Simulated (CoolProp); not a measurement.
Saturated liquid density (kg/m³) of R1224YDZ: the reference equation beside estimates from Tc = 428.7 K, pc = 3.334 MPa, ω = 0.325. Rackett uses Z = 0.29056 − 0.08775 ω.

Model: reference Helmholtz-energy equation of state, Akasaka 2023, in CoolProp.

```json
[
 {"T (K)": "296.3", "reference": "1365", "Rackett": "1381", "van der Waals": "798.8", "Redlich-Kwong": "1160", "Soave-Redlich-Kwong": "1220", "Peng-Robinson": "1381"},
 {"T (K)": "305.3", "reference": "1340", "Rackett": "1355", "van der Waals": "784.3", "Redlich-Kwong": "1134", "Soave-Redlich-Kwong": "1196", "Peng-Robinson": "1354"},
 {"T (K)": "314.2", "reference": "1314", "Rackett": "1328", "van der Waals": "769.3", "Redlich-Kwong": "1107", "Soave-Redlich-Kwong": "?", "Peng-Robinson": "1326"},
 {"T (K)": "323.2", "reference": "1288", "Rackett": "1300", "van der Waals": "753.4", "Redlich-Kwong": "1079", "Soave-Redlich-Kwong": "1143", "Peng-Robinson": "1296"},
 {"T (K)": "332.1", "reference": "1260", "Rackett": "1271", "van der Waals": "737.0", "Redlich-Kwong": "?", "Soave-Redlich-Kwong": "1114", "Peng-Robinson": "1263"},
 {"T (K)": "341.1", "reference": "1231", "Rackett": "?", "van der Waals": "719.6", "Redlich-Kwong": "1018", "Soave-Redlich-Kwong": "?", "Peng-Robinson": "1228"},
 {"T (K)": "350", "reference": "1200", "Rackett": "1210", "van der Waals": "?", "Redlich-Kwong": "985.3", "Soave-Redlich-Kwong": "1049", "Peng-Robinson": "1191"},
 {"T (K)": "359", "reference": "1168", "Rackett": "1176", "van der Waals": "681.7", "Redlich-Kwong": "950.0", "Soave-Redlich-Kwong": "1013", "Peng-Robinson": "1150"},
 {"T (K)": "367.9", "reference": "1133", "Rackett": "1141", "van der Waals": "?", "Redlich-Kwong": "912.7", "Soave-Redlich-Kwong": "973.7", "Peng-Robinson": "1105"}
]
```

Question: Fill in the missing entries.

Answer: 
- 314.2, Soave-Redlich-Kwong: 1170
- 332.1, Redlich-Kwong: 1050
- 341.1, Rackett: 1241
- 341.1, Soave-Redlich-Kwong: 1082
- 350, van der Waals: 701.3
- 367.9, van der Waals: 661.0

Absolute difference from the reference over all 9 rows, mean and median: Rackett 0.9 and 0.9 %, van der Waals 41.5 and 41.5 %, Redlich-Kwong 16.9 and 16.7 %, Soave-Redlich-Kwong 11.9 and 11.6 %, Peng-Robinson 1.0 and 0.9 %.
